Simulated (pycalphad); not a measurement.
Computed with pycalphad from the COST 507 light-alloy database (1999), at 1 atm. The data set is of 1999 and partly superseded. Amounts are mole fractions of atoms. Diffusion is slow at the low end, where real alloys seldom reach equilibrium.

Question: Give the equilibrium state of Ti-15.68Hf-1.563B (wt.%) at 850 K.

Answer: 
```
T = 850.00 K, P = 101325 Pa, N = 1 mol of atoms
G = -47106 J/mol, H = 3768 J/mol, S = 59.85 J/(mol K)  (SER reference)
chemical potentials (J/mol): Ti -35723, Hf -62808, B -173699
phase             fraction      x(Ti)      x(Hf)       x(B)
HCP_A3              0.8537     0.9473     0.0521   0.000627
BM                  0.1463     0.4977     0.0023     0.5000
```

Question: Give the equilibrium state of Ti-15.68Hf-1.563B (wt.%) at 1250 K.

Answer: bcc, fraction 0.855, with 16.9 Hf, 0.02 B wt.%; BM, fraction 0.145, with 2.1 Hf, 18.1 B wt.%.

Database names, with the compositions (at.%) that they take in these runs: BM: Ti 49 B 50 Hf 0. HCP_A3 is hcp.
